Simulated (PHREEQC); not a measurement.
0.034 g of hydrous ferric oxide (600 m²/g; 0.2 weak and 0.005 strong sites per Fe, Dzombak-Morel constants, diffuse double layer) in 1 kg of water with 0.005 mol/kgw of an inert sodium salt and 7.5e-06 mol NaH2PO4, at 25 °C; the pH is set by adding NaOH or the inert anion's acid. Oxygen alone is held at its pressure in air (log pO2 = -0.68). The system is closed to CO2. No solid was allowed to form.

Computed with PHREEQC (ion-association model, wateq4f.dat).

```tsv
pH	P sorbed (%)	surface charge σ (C/m²)	surface potential ψ (mV)
4	100.0	0.154	185
4.75	100.0	0.089	157
5.12	100.0	0.065	142
5.88	100.0	0.032	105
6.25	99.9	0.021	86
7	99.6	0.008	45
7.75	94.4	0.001	4
8.12	81.3	-0.002	-15
8.88	25.2	-0.009	-48
9.25	7.9	-0.014	-65
10	0.4	-0.031	-103
```

Complexes and solids missing from the database can't appear. H3PO4, which wateq4f.dat lacks, is added to it with the constant of phreeqc.dat.
